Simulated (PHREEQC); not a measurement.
A solution holds 0.24 mol/kgw KOH and 0.0006 mol/kgw K2SiO3, at 20 °C. Closed to the air; pH follows from the charge balance.

All values are PHREEQC results (ion-association model, phreeqc.dat), not measurements.

Question: The ionic strength comes out as 0.242 mol/kgw. What activity coefficients do K+, OH-, H2SiO4-2, H3SiO4- get?

Answer: K+ 0.70, OH- 0.69, H2SiO4-2 0.29, H3SiO4- 0.71.

Precipitation was switched off in this run. Complexes and solids missing from the database can't appear.
